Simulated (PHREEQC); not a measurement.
## Metal-bearing waste water (model solution)

Consider water at 68 °C with 0.0036 mol FeSO4, 0.19 mol ZnCl2, 0.00011 mol HCl and 0.00066 mol Na2SO4 per kg of water. Closed to the air; pH follows from the charge balance.

The numbers come from PHREEQC with the ion-association model, phreeqc.dat.

Each row changes one thing in this solution. This is a speciation only: nothing precipitates in the calculation.

| case | pH | ionic strength (mol/kgw) | Cl- (mol/kgw) | Zn+2 (mol/kgw) | ZnCl+ (mol/kgw) | ZnCl2 (mol/kgw) | SI of Halite (NaCl) |
|---|---|---|---|---|---|---|---|
| as made | 4.09 | 0.380 | 0.267 | 0.0962 | 0.0766 | 0.00959 | -5.40 |
| temperature from 68 to 10 °C | 4.07 | 0.531 | 0.354 | 0.167 | … | 0.00225 | -5.21 |
| Na2SO4 replaced by NaCl at the same molality | 4.09 | 0.380 | 0.267 | 0.0963 | … | 0.00962 | -5.70 |
| FeSO4 replaced by K2SO4 at the same molality | 4.10 | 0.377 | 0.267 | 0.0960 | … | 0.00963 | -5.40 |
| ZnCl2 replaced by ZnSO4 at the same molality | 4.70 | 0.364 | 8.66e-5 | … | 2.33e-5 | 9.61e-10 | -8.92 |
| HCl left out | … | 0.380 | 0.267 | 0.0962 | 0.0766 | 0.00958 | -5.40 |

Task: Fill in the missing entries.

Result: 
- temperature from 68 to 10 °C, ZnCl+ (mol/kgw): 0.0172
- Na2SO4 replaced by NaCl at the same molality, ZnCl+ (mol/kgw): 0.0768
- FeSO4 replaced by K2SO4 at the same molality, ZnCl+ (mol/kgw): 0.0767
- ZnCl2 replaced by ZnSO4 at the same molality, Zn+2 (mol/kgw): 0.0889
- HCl left out, pH: 4.68

Away from 25 °C the constants follow the database's enthalpies or fits; those with neither stay at their 25 °C values.
